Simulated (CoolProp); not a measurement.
A simple Rankine cycle with the fluoroketone C6F12O (FK-5-1-12): condensing at 321.15 K, boiler at 0.435 MPa, turbine inlet 377 K, turbine efficiency 0.75, pump efficiency 0.7, no recuperator. Each further row changes one setting.

Values from CoolProp's reference Helmholtz-energy equation of state, McLinden 2015.

```
case                             thermal efficiency (%)  net work (kJ/kg)  heat in (kJ/kg)  turbine exit temperature (K)  volume ratio over the turbine
-------------------------------  ----------------------  ----------------  ---------------  ----------------------------  -----------------------------
as stated                                           7.1              9.52              134                             ?                              ?
turbine inlet 397 K                                 6.7              10.3                ?                         381.5                           4.78
condensing temperature 313.15 K                       ?              11.5              143                         358.5                           6.60
boiler pressure 0.304 MPa                           5.5                 ?              136                             ?                           3.27
turbine efficiency 0.65                             6.1              8.21              134                             ?                              ?
```

Task: What belongs in the gaps?

Result: 
- as stated, turbine exit temperature (K): 361.0
- as stated, volume ratio over the turbine: 4.93
- turbine inlet 397 K, heat in (kJ/kg): 154
- condensing temperature 313.15 K, thermal efficiency (%): 8.0
- boiler pressure 0.304 MPa, net work (kJ/kg): 7.52
- boiler pressure 0.304 MPa, turbine exit temperature (K): 365.7
- turbine efficiency 0.65, turbine exit temperature (K): 362.4
- turbine efficiency 0.65, volume ratio over the turbine: 4.95
